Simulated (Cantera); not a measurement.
# Premixed flame

A freely propagating, adiabatic, planar premixed flame of 47.9 % H2, 9.97 % O2, 37.5 % N2, 4.60 % H2O, equivalence ratio 2.4, unburnt at 450 K and 1.10 bar; mixture-averaged transport, grid criteria slope 0.08 and curve 0.16, no radiation.

Detailed kinetics in Cantera: the H2/O2 subset of GRI-Mech 3.0, which has no nitrogen chemistry. Burning velocities carry a grid error of a few per cent, more on coarse grids.

```json
[
 {"z (mm)": "-1.03", "T (K)": "450", "u (m/s)": "4.76", "x H2": "0.479", "x O2": "0.0997", "x H2O": "0.0460", "x HO2": "<1e-8", "x O": "<1e-8", "x OH": "<1e-8"},
 {"z (mm)": "-0.688", "T (K)": "450", "u (m/s)": "4.76", "x H2": "0.479", "x O2": "0.0997", "x H2O": "0.0460", "x HO2": "<1e-8", "x O": "<1e-8", "x OH": "<1e-8"},
 {"z (mm)": "-0.516", "T (K)": "450", "u (m/s)": "4.76", "x H2": "0.479", "x O2": "0.0997", "x H2O": "0.0460", "x HO2": "<1e-8", "x O": "<1e-8", "x OH": "<1e-8"},
 {"z (mm)": "-0.344", "T (K)": "450", "u (m/s)": "4.76", "x H2": "0.479", "x O2": "0.0997", "x H2O": "0.0460", "x HO2": "3.83e-7", "x O": "<1e-8", "x OH": "<1e-8"},
 {"z (mm)": "-0.172", "T (K)": "485", "u (m/s)": "5.08", "x H2": "0.473", "x O2": "0.100", "x H2O": "0.0477", "x HO2": "0.000277", "x O": "6.20e-6", "x OH": "4.01e-5"},
 {"z (mm)": "-0.0860", "T (K)": "738", "u (m/s)": "7.52", "x H2": "0.442", "x O2": "0.0934", "x H2O": "0.0701", "x HO2": "0.000267", "x O": "0.000155", "x OH": "0.000577"},
 {"z (mm)": "0", "T (K)": "1102", "u (m/s)": "11.0", "x H2": "0.379", "x O2": "0.0686", "x H2O": "0.128", "x HO2": "0.000103", "x O": "0.00112", "x OH": "0.000932"},
 {"z (mm)": "0.0860", "T (K)": "1359", "u (m/s)": "13.4", "x H2": "0.312", "x O2": "0.0298", "x H2O": "0.204", "x HO2": "3.76e-5", "x O": "0.00176", "x OH": "0.00179"},
 {"z (mm)": "0.172", "T (K)": "1486", "u (m/s)": "14.6", "x H2": "0.281", "x O2": "0.00858", "x H2O": "0.245", "x HO2": "1.02e-5", "x O": "0.000994", "x OH": "0.00199"},
 {"z (mm)": "0.344", "T (K)": "1591", "u (m/s)": "15.6", "x H2": "0.275", "x O2": "0.000707", "x H2O": "0.261", "x HO2": "7.98e-7", "x O": "0.000381", "x OH": "0.00203"},
 {"z (mm)": "0.688", "T (K)": "1684", "u (m/s)": "16.4", "x H2": "0.282", "x O2": "0.000114", "x H2O": "0.264", "x HO2": "1.43e-7", "x O": "0.000246", "x OH": "0.00199"},
 {"z (mm)": "1.38", "T (K)": "1770", "u (m/s)": "17.1", "x H2": "0.290", "x O2": "5.95e-5", "x H2O": "0.267", "x HO2": "8.06e-8", "x O": "0.000144", "x OH": "0.00174"},
 {"z (mm)": "2.75", "T (K)": "1842", "u (m/s)": "17.7", "x H2": "0.297", "x O2": "2.82e-5", "x H2O": "0.269", "x HO2": "4.20e-8", "x O": "6.93e-5", "x OH": "0.00133"}
]
```
x: mole fraction of selected species; z is measured from the peak of heat release.

```yaml
laminar_burning_velocity: 476 cm/s
thermal_thickness: 0.344 mm
peak x(HO2): 0.000430
peak x(O): 0.00181
peak x(OH): 0.00204
grid_points: 123
```
